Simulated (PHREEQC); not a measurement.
A PHREEQC speciation (ion-association model, phreeqc.dat) at 90 °C gives pH 1.85 and these molalities:

```
species      mol/kgw
----------  --------
Cl-           0.0783
H+            0.0175
FeOH+2       0.00966
FeCl+2       0.00838
Fe2(OH)2+4   0.00316
Fe+3         0.00215
Cu+2         0.00151
CuCl+        0.00143
Fe(OH)2+    0.000704
FeCl2+      0.000160
CuCl2        5.47e-5
Fe3(OH)4+5   3.80e-5
FeCl3        6.54e-7
```

Question: What are the element totals, and what could have been dissolved in 1 kg of water to give them?

Answer: This is not unique; one that fits is totals Cl 0.0885, Cu(2) 0.00300, Fe(3) 0.0275 mol/kgw, from 0.0275 mol FeCl3 and 0.003 mol CuCl2 per kg of water.

No solid was allowed to form. The solution is supersaturated, for example in Hematite (slow to form), Goethite (slow to form), so a real one may precipitate; this is no full list. Complexes and solids missing from the database can't appear. Constants without temperature data keep their 25 °C values here.
